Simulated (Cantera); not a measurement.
Feed: 1 mol HCl, 3.1 mol H2O, 0.19 mol O2, equilibrated at 700 K and 210 bar.

Cantera equilibrium calculation (NASA polynomials, part measured and part estimated; ideal gas, pure solids and liquids). Candidate condensed phases: H2O; 14 gas species. The ideal-gas law is rough above about 30 bar. Kinetics and transport are ignored.

Base state: H2O 0.828, HCl 0.0867, Cl2 0.0777, O2 0.00714 (mole fractions); condensed: gas only.

Question: What changes in the equilibrium state with this change: temperature from 700 K to 2925 K?

Answer: 
```json
[
 {"species": "H2O", "before": "0.828", "after": "0.701"},
 {"species": "HCl", "before": "0.0867", "after": "0.214"},
 {"species": "O2", "before": "0.00714", "after": "0.0383"},
 {"species": "Cl2", "before": "0.0777", "after": "0.000557"},
 {"species": "OH", "before": "<1e-9", "after": "0.0204"},
 {"species": "Cl", "before": "1.27e-8", "after": "0.0137"},
 {"species": "H2", "before": "<1e-9", "after": "0.00856"},
 {"species": "O", "before": "<1e-9", "after": "0.00117"},
 {"species": "H", "before": "<1e-9", "after": "0.000796"}
]
```
